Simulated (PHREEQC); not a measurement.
Synthetic water in mg/kgw, 25 °C, pH 4.09, pe 8.4:

```json
[
 {"constituent": "Na", "mg/kgw": "193"},
 {"constituent": "K", "mg/kgw": "2.17"},
 {"constituent": "Ca", "mg/kgw": "72"},
 {"constituent": "Mg", "mg/kgw": "16.6"},
 {"constituent": "Cl", "mg/kgw": "184"},
 {"constituent": "S(6) as SO4", "mg/kgw": "400"},
 {"constituent": "Pb", "mg/kgw": "3.91"},
 {"constituent": "Si as SiO2", "mg/kgw": "2.03"},
 {"constituent": "Cu(2)", "mg/kgw": "6.24"},
 {"constituent": "Zn", "mg/kgw": "0.292"},
 {"constituent": "Cd", "mg/kgw": "30.9"}
]
```

Valence states are taken as typed.

All values are PHREEQC results (ion-association model, phreeqc.dat), not measurements.

No solid was allowed to form.

**Question.** Order these S species by the share of S that they hold, largest first: SO4-2, CdSO4, MgSO4, NaSO4-, CaSO4.

**Answer.** SO4-2 (84 %), CaSO4 (7.8 %), MgSO4 (3.7 %), NaSO4- (2.1 %), CdSO4 (1.4 %)

The pH is 4.09 and the ionic strength 0.0184 mol/kgw. Species that the database lacks are ignored.
